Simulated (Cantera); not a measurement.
An adiabatic, constant-pressure homogeneous reactor starts with CH4 : O2 : N2 = 1.3 : 2.7 : 10.2 (molar parts), equivalence ratio 0.96, at 1100 K and 300000 Pa.

Model: GRI-Mech 3.0 (53 species, 325 reactions), integrated in Cantera.

### Question
Predict: time of steepest temperature rise; temperature at 2.00 s; equilibrium temperature; x(O2) at 2.00 s; x(H) at 2.00 s; x(NO) at 2.00 s.

### Answer
```
Property                                                             Value
---------------------------------  ---------------------------------------
time of steepest temperature rise                                  67.4 ms
temperature at 2.00 s                                               2623 K
equilibrium temperature                                             2623 K
x(O2) at 2.00 s                      0.0153 (gas-phase equilibrium 0.0153)
x(H) at 2.00 s                     0.00221 (gas-phase equilibrium 0.00221)
x(NO) at 2.00 s                    0.00720 (gas-phase equilibrium 0.00720)
```
